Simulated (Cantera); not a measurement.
Charge: 1 mol Si₂H₆, 0.92 mol Cl₂, 590 mol H₂, equilibrated at 1550 °C and 0.00560 bar.

Method: chemical equilibrium by Gibbs-energy minimisation in Cantera with the NASA 1993 tables (ideal gas, pure condensed phases). Candidate condensed phases: Si; 19 gas species. The feed counts by its element totals alone. The tables' values for SiCl are old estimates; treat these amounts as uncertain. Gases not in the tables: Si₂H₆ and higher silanes. Rates play no part.

Base state: H₂ 0.990, H 0.00576, HCl 0.00301, Si 0.000789, SiH 6.28e-5, SiH₂ 3.48e-5, SiCl₂ 2.73e-5, SiCl 1.35e-5 (mole fractions); condensed: Si(l).

Task: What changes in the equilibrium state with this change: pressure from 0.00560 bar to 0.720 bar?

Result: 
| species | before | after |
|---|---|---|
| H₂ | 0.990 | 0.996 |
| HCl | 0.00301 | 0.00304 |
| H | 0.00576 | 0.000510 |
| Si | 0.000789 | 6.14e-6 |
| SiH₂ | 3.48e-5 | 3.50e-5 |
| SiH | 6.28e-5 | 5.56e-6 |
| SiCl | 1.35e-5 | 1.20e-6 |
| Cl | 1.33e-5 | 1.19e-6 |
| SiCl₂ | 2.73e-5 | 2.78e-5 |
| Si(l), mol | 1.44 | 1.95 |
